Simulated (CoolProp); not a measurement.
Values from CoolProp's reference Helmholtz-energy equation of state, Wagner 2002.

Q: Give the vapour pressure (MPa), liquid density (kg/m³), enthalpy of vaporisation (kJ/kg), liquid cp (kJ/(kg K)) of saturated water at 511.7 K.

A: 
```csv
T (K),p (MPa),liquid density (kg/m³),enthalpy of vaporisation (kJ/kg),liquid cp (kJ/(kg K))
511.7,3.26,815,1770,4.76
```
